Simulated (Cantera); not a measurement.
# Adiabatic ignition

An adiabatic, constant-volume homogeneous reactor starts with CH₄ : O₂ : N₂ : H₂O = 1 : 4.65 : 17.5 : 0.91 (molar parts), equivalence ratio 0.43, at 1025 K and 0.340 bar.

Detailed kinetics in Cantera: GRI-Mech 3.0 (53 species, 325 reactions).

```csv
t (s),T (K),P (bar),x CH₄,x O₂,x H₂O,x CH₃,x CO
2.00e-6,1025,0.340,0.0416,0.193,0.0378,5.13e-12,<1e-12
5.64e-6,1025,0.340,0.0416,0.193,0.0378,1.45e-11,<1e-12
1.59e-5,1025,0.340,0.0416,0.193,0.0378,4.09e-11,<1e-12
4.48e-5,1025,0.340,0.0416,0.193,0.0378,1.15e-10,<1e-12
0.000126,1025,0.340,0.0416,0.193,0.0378,3.26e-10,<1e-12
0.000356,1025,0.340,0.0416,0.193,0.0378,9.22e-10,<1e-12
0.00100,1025,0.340,0.0416,0.193,0.0378,2.63e-9,<1e-12
0.00283,1025,0.340,0.0416,0.193,0.0378,7.67e-9,<1e-12
0.00797,1025,0.340,0.0416,0.193,0.0378,2.40e-8,5.22e-12
0.0225,1025,0.340,0.0416,0.193,0.0378,9.35e-8,1.50e-10
0.0634,1025,0.340,0.0416,0.193,0.0378,4.74e-7,7.23e-9
0.179,1025,0.340,0.0415,0.193,0.0378,8.64e-7,2.84e-7
0.503,1026,0.340,0.0415,0.193,0.0379,1.48e-6,6.08e-6
1.42,2127,0.707,<1e-12,0.109,0.119,<1e-12,0.000531
4.00,2111,0.701,<1e-12,0.106,0.119,<1e-12,0.000481
```
x: mole fraction; the columns are a selection and need not sum to one.

time of steepest temperature rise: 1.37 s
temperature at 4.00 s: 2111 K
equilibrium temperature: 2110 K
x(CH₄) at 4.00 s: <1e-12 (gas-phase equilibrium <1e-12)
x(O₂) at 4.00 s: 0.106 (gas-phase equilibrium 0.106)
x(H₂O) at 4.00 s: 0.119 (gas-phase equilibrium 0.119)
